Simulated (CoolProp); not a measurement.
Vapour-liquid equilibrium of C2F6 (R116) (1) + R134a (2) at 161 kPa; x and y are mole fractions of (1).

Model: multi-fluid Helmholtz-energy mixture model, Lemmon 2006 and Tillner-Roth 1994; pair parameters Bell 2016, in CoolProp.

Q: Give the bubble temperature and the first vapour's composition at x = 0.05, 0.2, 0.35. Is there an azeotrope?

A: x = 0.05: 235.9 K, y = 0.636; x = 0.2: 212.3 K, y = 0.914; x = 0.35: 208.1 K, y = 0.938. No azeotrope shows between x = 0.05 and 0.95.

The pair parameters rest on a limited set of measurements; away from them the model extrapolates. With so large a gap from Raoult's law the liquid may split in two, which this calculation doesn't test in full.
